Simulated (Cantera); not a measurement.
## Ignition delay

Mixture: 4.83 % CH₄, 0.242 % C₂H₆, 2.56 % C₃H₈, 19.4 % O₂, 72.9 % N₂, equivalence ratio 1.2, at 90000 Pa, adiabatic and at constant volume. Ignition delay is the time to a rise of 400 K.

Cantera simulation using GRI-Mech 3.0 (53 species, 325 reactions); the numbers are that mechanism's predictions, not measurements. GRI-Mech 3.0 was tuned for natural gas; its chemistry of propane as a main component is partial and can be far from experiment.

```
T0 (K)  delay (ms)
------  ----------
1000           431
1075          90.7
1150          18.8
1225          4.33
1300          1.20
1375         0.408
1450         0.168
1525        0.0817
1600        0.0456
```

- apparent activation energy between 1450 and 1600 K = 170 kJ/mol
